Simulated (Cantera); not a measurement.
# Iron carbonyl, mercury and lead vapours: PbO + CO + N₂

Input: 1 mol PbO, a varied amount of CO, 2.2 mol N₂, at 1.00 mbar.

Equilibrium computed with Cantera from the NASA thermochemical tables; the gas is ideal and each condensed phase is pure. Candidate condensed phases: C, Pb, PbO, PbO₂, Pb₃O₄; 27 gas species. Mutual solubility and eutectic melting of coexisting phases are not modelled. The numbers say what is thermodynamically allowed, not how fast it happens.

Stable condensed phases:

```
T in K \ n(CO) in mol
         0.061   0.1  0.18   0.3   0.5  0.85   1.4   2.5
   1423      A     A     A     A     A     A     A     A
   1373      A     A     A     A     A     A     A     A
   1323      A     A     A     A     A     A     A     A
   1273      A     A     A     A     A     A     A     A
   1223      B     B     B     B     B     A     A     A
   1173      B     B     B     B     B     A     A     A
   1123      B     B     B     B     B     C     D     A
   1073      B     B     B     C     C     C     D     D
   1023      B     C     C     C     C     C     D     D
    973      C     C     C     C     C     C     D     D
```

A: gas only; B: PbO; C: Pb + PbO; D: Pb.
